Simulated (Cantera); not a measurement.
# TiO2 + Cl2 (oxide etching and cleaning by halides)

A closed system holds: 1 mol TiO2, 0.88 mol Cl2, held at 15.8 Torr.

Cantera equilibrium calculation (NASA polynomials, part measured and part estimated; ideal gas, pure solids and liquids). Candidate condensed phases: Ti, TiCl2, TiCl3, TiCl4, TiO, TiO2, Ti2O3, Ti3O5, Ti4O7; 15 gas species. Condensed phases not in the tables: TiOCl. The numbers say what is thermodynamically allowed, not how fast it happens.

```csv
T (K),x Cl2,x Cl,x TiCl4,x O2,x ClO,x TiOCl2,x TiCl3,x O,n TiO2(rutile)
1100,0.986,0.0104,0.00192,0.00192,3.20e-6,6.65e-10,1.66e-9,7.54e-10,0.998
1150,0.976,0.0187,0.00289,0.00289,6.33e-6,3.43e-9,7.20e-9,3.08e-9,0.997
1200,0.960,0.0319,0.00417,0.00417,1.18e-5,1.53e-8,2.75e-8,1.12e-8,0.996
1250,0.936,0.0521,0.00579,0.00578,2.06e-5,6.03e-8,9.36e-8,3.63e-8,0.995
1300,0.903,0.0814,0.00772,0.00771,3.40e-5,2.12e-7,2.88e-7,1.07e-7,0.993
1350,0.858,0.122,0.00991,0.00988,5.33e-5,6.71e-7,8.07e-7,2.89e-7,0.991
1400,0.800,0.175,0.0122,0.0122,7.90e-5,1.93e-6,2.07e-6,7.20e-7,0.988
1450,0.728,0.243,0.0144,0.0143,0.000111,5.08e-6,4.92e-6,1.66e-6,0.986
1500,0.644,0.324,0.0161,0.0161,0.000146,1.23e-5,1.08e-5,3.55e-6,0.983
```
x: gas mole fraction; n: condensed amount in mol.

From 1100 K to 1500 K the condensed part is TiO2(rutile). The main Ti-bearing gas is TiCl4 throughout. The share of Ti in condensed phases is highest at 1100 K (99.8 %) and lowest at 1500 K (98.3 %).
